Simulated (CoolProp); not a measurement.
Vapour-liquid equilibrium of CH2F2 (R32) (1) + R123 (2) at 244.4 K; x and y are mole fractions of (1).

Model: multi-fluid Helmholtz-energy mixture model, Tillner-Roth 1997 and Younglove 1994; pair parameters Bell 2016, in CoolProp.

| x | bubble pressure, mixture model (kPa) | bubble pressure, Raoult's law (kPa) | y, mixture model | y, Raoult's law |
|---|---|---|---|---|
| 0.05 | 29.84 | 21.30 | 0.764 | 0.676 |
| 0.15 | 72.31 | 49.36 | 0.910 | 0.875 |
| 0.25 | 109.4 | 77.41 | 0.945 | 0.930 |
| 0.35 | 140.6 | 105.5 | 0.961 | 0.955 |
| 0.45 | 166.4 | 133.5 | 0.970 | 0.970 |
| 0.55 | 188.4 | 161.6 | 0.976 | 0.980 |
| 0.65 | 208.4 | 189.6 | 0.981 | 0.987 |
| 0.75 | 228.1 | 217.7 | 0.986 | 0.992 |
| 0.85 | 249.4 | 245.7 | 0.991 | 0.996 |
| 0.95 | 273.9 | 273.8 | 0.997 | 0.999 |

The largest gap from Raoult's law is +46.5 % in bubble pressure, at x = 0.15. No azeotrope shows between x = 0.05 and 0.95.

Pair parameters are fitted to limited data, so mixtures are less certain than the pure fluids.
